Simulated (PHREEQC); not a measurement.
## Ultrapure water in contact with air or piping: speciation

Model water analysis in mg/kgw, 25 °C, pH 5.61, pe 0.6: Na 0.0643; K 8.47e-05; Ca 0.0997; Mg 0.00445; Cl 0.0282; S(6) as SO4 0.194; Alkalinity as HCO3 0.211; Fe(2) 0.00933; Li 2.78e-05.

Valence states are taken as typed.

Equilibrium calculation in PHREEQC: ion-association model, phreeqc.dat.

Each row changes one thing in this solution. No solid was allowed to form.

| case | ionic strength (mol/kgw) | CO2 (mol/kgw) | HCO3- (mol/kgw) | CaSO4 (mol/kgw) | HSO4- (mol/kgw) | CaHCO3+ (mol/kgw) | SI of Siderite (FeCO3) | SI of Gypsum (CaSO4:2H2O) |
|---|---|---|---|---|---|---|---|---|
| as made | 1.57e-5 | 3.25e-5 | 5.92e-6 | 8.60e-10 | 4.75e-10 | 1.84e-10 | -5.84 | -6.73 |
| Na from 0.0643 to 0.193 mg/kgw | 1.85e-5 | 3.25e-5 | 5.92e-6 | (withheld) | 4.74e-10 | 1.84e-10 | -5.84 | -6.74 |
| pH from 5.61 to 5.5 at the same alkalinity | 1.64e-5 | 4.69e-5 | 6.63e-6 | 8.59e-10 | 6.12e-10 | 2.06e-10 | -5.91 | -6.74 |
| all concentrations times 3 at the same typed pH | 4.22e-5 | (withheld) | 1.28e-5 | 7.55e-9 | 1.41e-9 | 1.18e-9 | -5.04 | -5.79 |

Question: What belongs in the gaps?

Answer: 
- Na from 0.0643 to 0.193 mg/kgw, CaSO4 (mol/kgw): 8.57e-10
- all concentrations times 3 at the same typed pH, CO2 (mol/kgw): 7.03e-5
